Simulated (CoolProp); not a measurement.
Model: reference Helmholtz-energy equation of state, Lemmon 2005, in CoolProp.

### Question
For R125, give the phase and the cp (kJ/(kg K)) at 226.85 °C and 1.09 MPa; 226.85 °C and 2.17 MPa; 226.85 °C and 4.88 MPa.

### Answer
- 226.85 °C and 1.09 MPa: gas; cp 1.06
- 226.85 °C and 2.17 MPa: gas; cp 1.08
- 226.85 °C and 4.88 MPa: supercritical; cp 1.13
